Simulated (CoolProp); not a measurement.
Vapour pressure (kPa) of cyclopropane: the reference equation beside estimates from Tc = 398.7 K, pc = 5605 kPa, ω = 0.131. Clausius-Clapeyron is anchored at 333.6 K with a constant enthalpy of vaporisation of 14.39 kJ/mol.

Computed with CoolProp (reference Helmholtz-energy equation of state, Polt 1992). This equation is an older, rougher fit; its heat capacities, sound speeds and derivatives of the liquid may be far off and weren't checked against measurements.

```
T (K)  reference  Clausius-Clapeyron  Redlich-Kwong  Soave-Redlich-Kwong
-----  ---------  ------------------  -------------  -------------------
308.1      939.1                1106           1072                942.2
312.3       1042                1192           1184                 1047
316.6       1156                1286           1307                 1163
320.8       1276                1381           1436                 1285
325.1       1408                1483           1577                 1419
329.4       1550                1590           1726                 1563
333.6       1699                1699           1881                 1714
337.9       1861                1815           2050                 1879
342.1       2030                1932           2224                 2051
346.4       2215                2058           2412                 2239
350.7       2411                2188           2610                 2438
354.9       2615                2319           2815                 2645
```

Absolute difference from the reference over all 12 rows, mean and median: Clausius-Clapeyron 7.9 and 7.7 %, Redlich-Kwong 11.0 and 11.0 %, Soave-Redlich-Kwong 0.8 and 0.9 %.
